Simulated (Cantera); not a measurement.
Input (Python, Cantera):

```python
import numpy as np
import cantera as ct

surf = ct.Interface("ptcombust.yaml", "Pt_surf")
gas = surf.adjacent["gas"]
gas.TPX = 975, 37000, {'H2': 0.023, 'O2': 0.12, 'N2': 0.79, 'H2O': 0.092}
surf.TP = 975, 37000
reactor = ct.FlowReactor(gas, clone=False)
reactor.area = 0.0001  # m2
reactor.surface_area_to_volume_ratio = 64  # 1/m
reactor.mass_flow_rate = 1.1 * reactor.area * gas.density  # inlet velocity 1.1 m/s
reactor.energy_enabled = False
wall = ct.ReactorSurface(surf, reactor, clone=False)
net = ct.ReactorNet([reactor])
net.rtol, net.atol = 1e-8, 1e-16
show, cover = ['H2', 'O2', 'H2O'], ['PT(S)', 'H(S)', 'O(S)', 'OH(S)', 'CO(S)', 'C(S)']

rows = []
print(f"{'z/m':>9s}{'u/(m/s)':>9s}" + "".join(f"{s:>13s}" for s in show + cover))
for z in [8.4e-05, 0.00018, 0.00039, 0.00084, 0.0018, 0.0039, 0.0084]:
    net.advance(z)
    rows.append([reactor.speed, *gas[show].X, *surf[cover].coverages])
    print(f"{z:9.4g}{rows[-1][0]:9.3g}" + "".join(f"{x:13.4e}" for x in rows[-1][1:]))
```

Result:

```
      z/m  u/(m/s)           H2           O2          H2O        PT(S)         H(S)         O(S)        OH(S)        CO(S)         C(S)
  8.4e-05      1.1   2.0829e-02   1.1635e-01   9.1458e-02   3.9775e-01   1.6473e-06   5.9751e-01   4.7236e-03   2.8492e-25   1.8495e-27
  0.00018      1.1   1.9215e-02   1.1563e-01   9.3163e-02   3.7601e-01   1.4856e-06   6.1928e-01   4.6847e-03   9.4745e-24   5.8535e-26
  0.00039      1.1   1.6321e-02   1.1434e-01   9.6221e-02   3.4004e-01   1.2405e-06   6.5534e-01   4.6027e-03   3.0306e-26   4.1848e-28
  0.00084     1.09   1.1975e-02   1.1240e-01   1.0081e-01   2.9459e-01   9.6661e-07   7.0093e-01   4.4663e-03   5.4472e-28   3.1248e-29
   0.0018     1.09   6.7694e-03   1.1008e-01   1.0631e-01   2.5333e-01   7.4887e-07   7.4235e-01   4.3098e-03  -2.3900e-28  -1.4632e-30
   0.0039     1.09   2.2566e-03   1.0806e-01   1.1108e-01   2.2668e-01   6.2250e-07   7.6912e-01   4.1923e-03   9.4172e-26   5.3205e-28
   0.0084     1.09   2.5123e-04   1.0716e-01   1.1320e-01   2.1687e-01   5.7865e-07   7.7897e-01   4.1460e-03   6.2143e-28   3.7778e-30
```

Model: Deutschmann's 1995 Pt surface mechanism with GRI-Mech 3.0 gas chemistry, integrated in Cantera. Catalytic surfaces can have several steady states; this one follows from the mechanism file's or the stated starting coverage. Mass transfer to the wall is taken as infinitely fast.
